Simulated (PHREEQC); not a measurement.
A solution holds 3.5 mmol/kgw Cu(NO3)2, 0.46 mmol/kgw HNO3 and 0.66 mmol/kgw SrBr2, at 82 °C. Closed to the air; pH follows from the charge balance.

Equilibrium calculation in PHREEQC: ion-association model, phreeqc.dat.

```json
{
  "pH": "3.38",
  "ionic_strength": "0.0129 mol/kgw",
  "specific_conductance": "2870 µS/cm",
  "total_alkalinity": "-0.460 meq/kg"
}
```

```csv
species,molality,activity,log γ
NO3-,0.00746,0.00652,-0.059
Cu+2,0.00350,0.00215,-0.212
Br-,0.00132,0.00115,-0.059
Sr+2,0.000660,0.000402,-0.216
H+,0.000461,0.000412,-0.048
Cu2(OH)2+2,2.31e-7,1.38e-7,-0.226
```

No solid was allowed to form. Away from 25 °C the constants follow the database's enthalpies or fits; those with neither stay at their 25 °C values.
